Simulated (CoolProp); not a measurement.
R114 along the isobar 164 bar: Z from the reference equation and from simpler models built on Tc = 420.6 K, pc = 33.52 bar, ω = 0.252; each cubic takes its own stable root.

Values from CoolProp's reference Helmholtz-energy equation of state, Platzer 1990. This equation is an older, rougher fit; its heat capacities, sound speeds and derivatives of the liquid may be far off and weren't checked against measurements.

| T (K) | phase | reference | van der Waals | Redlich-Kwong | Soave-Redlich-Kwong |
|---|---|---|---|---|---|
| 287.2 | liquid | 0.7614 | 1.115 | 0.7915 | 0.7748 |
| 301.4 | liquid | 0.7423 | 1.077 | 0.7705 | 0.7540 |
| 315.6 | liquid | 0.7259 | 1.044 | 0.7527 | 0.7365 |
| 329.8 | liquid | 0.7121 | 1.015 | 0.7376 | 0.7221 |
| 344 | liquid | 0.7006 | 0.9880 | 0.7250 | 0.7106 |
| 358.2 | liquid | 0.6915 | 0.9643 | 0.7148 | 0.7018 |
| 372.3 | liquid | 0.6845 | 0.9434 | 0.7069 | 0.6958 |
| 386.5 | liquid | 0.6796 | 0.9246 | 0.7010 | 0.6923 |
| 400.7 | liquid | 0.6770 | 0.9079 | 0.6971 | 0.6915 |
| 414.9 | liquid | 0.6765 | 0.8933 | 0.6951 | 0.6933 |
| 429.1 | supercritical | 0.6783 | 0.8804 | 0.6949 | 0.6978 |
| 443.3 | supercritical | 0.6824 | 0.8693 | 0.6966 | 0.7050 |
| 457.4 | supercritical | 0.6889 | 0.8599 | 0.7000 | 0.7147 |
| 471.6 | supercritical | 0.6979 | 0.8520 | 0.7052 | 0.7271 |
| 485.8 | supercritical | 0.7095 | 0.8455 | 0.7119 | 0.7419 |
| 500 | supercritical | 0.7234 | 0.8403 | 0.7201 | 0.7589 |
